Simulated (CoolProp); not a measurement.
A Linde-Hampson liquefier for normal hydrogen: isothermal reversible compression at 230 K from 1 atm to 20 MPa, throttling to 1 atm, return gas leaving the recuperator 5 K below the feed. Each further row changes one setting.

Model: reference Helmholtz-energy equation of state, Leachman 2009, in CoolProp.

| case | compression work (kJ/kg of gas) |
|---|---|
| as stated | 5150 |
| high pressure 40 MPa | 5950 |
| warm-end temperature 260 K | 5810 |
| warm-end gap 10 K | 5150 |
